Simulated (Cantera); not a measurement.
**Ignition delay**

Mixture: 15.9 % CO, 1.74 % H₂, 8.09 % CH₄, 15.6 % O₂, 58.7 % N₂, equivalence ratio 1.6, at 9.87 atm, adiabatic and at constant volume. Ignition delay is the time to a rise of 400 K.

Model: GRI-Mech 3.0 (53 species, 325 reactions), integrated in Cantera.

```json
[
 {"T0 (K)": "1250", "delay (ms)": "0.847"},
 {"T0 (K)": "1300", "delay (ms)": "0.542"},
 {"T0 (K)": "1350", "delay (ms)": "0.349"},
 {"T0 (K)": "1400", "delay (ms)": "0.226"},
 {"T0 (K)": "1450", "delay (ms)": "0.148"},
 {"T0 (K)": "1500", "delay (ms)": "0.0977"},
 {"T0 (K)": "1550", "delay (ms)": "0.0656"},
 {"T0 (K)": "1600", "delay (ms)": "0.0448"},
 {"T0 (K)": "1650", "delay (ms)": "0.0311"}
]
```

| Item | Value |
|---|---|
| apparent activation energy between 1550 and 1650 K | 160 kJ/mol |
